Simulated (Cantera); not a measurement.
Al + H₂O + O₂ (chemical vapour transport)

A closed system holds: 1 mol Al, a varied amount of H₂O, 0.011 mol O₂, equilibrated at 1025 K and 1 atm.

These are equilibrium values from Cantera (NASA tables, ideal gas, pure condensed phases), not measurements of a reactor. Candidate condensed phases: Al, Al₂O₃, H₂O; 19 gas species. Mutual solubility and eutectic melting of coexisting phases are not modelled. Rates play no part.

From 0.14 mol H₂O to 1.2 mol H₂O the condensed part is Al(l) + Al₂O₃(s). From 1.6 mol H₂O to 2.1 mol H₂O the condensed part is Al₂O₃(s).

| n(H₂O) (mol) | x H₂ | x H₂O | x H | x AlH | n Al(l) | n Al₂O₃(s) |
|---|---|---|---|---|---|---|
| 0.14 | 1.00 | <1e-12 | 4.33e-9 | 2.28e-9 | 0.892 | 0.0540 |
| 0.18 | 1.00 | <1e-12 | 4.33e-9 | 2.28e-9 | 0.865 | 0.0673 |
| 0.23 | 1.00 | <1e-12 | 4.33e-9 | 2.28e-9 | 0.832 | 0.0840 |
| 0.31 | 1.00 | <1e-12 | 4.33e-9 | 2.28e-9 | 0.779 | 0.111 |
| 0.4 | 1.00 | <1e-12 | 4.33e-9 | 2.28e-9 | 0.719 | 0.141 |
| 0.53 | 1.00 | <1e-12 | 4.33e-9 | 2.28e-9 | 0.632 | 0.184 |
| 0.69 | 1.00 | <1e-12 | 4.33e-9 | 2.28e-9 | 0.525 | 0.237 |
| 0.91 | 1.00 | <1e-12 | 4.33e-9 | 2.28e-9 | 0.379 | 0.311 |
| 1.2 | 1.00 | <1e-12 | 4.33e-9 | 2.28e-9 | 0.185 | 0.407 |
| 1.6 | 0.924 | 0.0762 | 4.16e-9 | <1e-12 | 0 | 0.500 |
| 2.1 | 0.704 | 0.296 | 3.63e-9 | <1e-12 | 0 | 0.500 |
x: gas mole fraction; n: condensed amount in mol.
